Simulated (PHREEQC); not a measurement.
1 kg of water holding 0.21 mol NaCl, 0.0038 mol Na2SO4 and 0.05 mol KCl is evaporated at 60 °C; the solids stay in contact with the brine. No CO2 enters from the air. Only these solids could form: Arcanite, Glaserite, Halite, Mirabilite, Misenite, Sylvite, Thenardite.

Model: Pitzer model, pitzer.dat, run in PHREEQC.

| water left (kg) | ionic strength | water activity | Halite (mol) |
|---|---|---|---|
| 1 | 0.271 | 0.991 | 0 |
| 0.6755 | 0.402 | 0.987 | 0 |
| 0.5552 | 0.489 | 0.984 | 0 |
| 0.375 | 0.724 | ? | 0 |
| 0.3082 | 0.880 | 0.972 | 0 |
| 0.2082 | 1.30 | 0.958 | 0 |
| 0.1407 | 1.93 | 0.936 | 0 |
| 0.1156 | 2.35 | 0.922 | 0 |
| 0.07809 | 3.48 | 0.880 | 0 |
| 0.06418 | 4.23 | 0.850 | 0 |
| 0.04335 | 6.26 | 0.768 | 0 |
| 0.03564 | 7.31 | 0.725 | 0.0109 |
| 0.02407 | ? | ? | 0.0842 |
| 0.01627 | 8.48 | 0.699 | 0.133 |
| 0.01337 | 8.74 | 0.693 | ? |
| 0.00903 | 8.74 | 0.693 | 0.171 |
| 0.007426 | 8.74 | 0.693 | 0.179 |
| 0.005012 | 8.74 | 0.693 | 0.191 |

Question: Some entries are withheld; supply them.

Answer: 
- 0.375, water activity: 0.977
- 0.02407, ionic strength: 7.78
- 0.02407, water activity: 0.715
- 0.01337, Halite (mol): 0.150

Away from 25 °C the constants follow the database's enthalpies or fits; those with neither stay at their 25 °C values.
